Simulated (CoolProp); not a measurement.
A Linde-Hampson liquefier for methane: isothermal reversible compression at 230 K from 1 atm to 20 MPa, throttling to 1 atm, return gas leaving the recuperator 0 K below the feed. Each further row changes one setting.

Values from CoolProp's reference Helmholtz-energy equation of state, Setzmann 1991.

```
case                        liquid yield per pass  compression work (kJ/kg of gas)
--------------------------  ---------------------  -------------------------------
as stated                                   0.397                              541
high pressure 40 MPa                        0.407                              609
warm-end temperature 260 K                  0.294                              647
warm-end gap 5 K                            0.388                              541
```
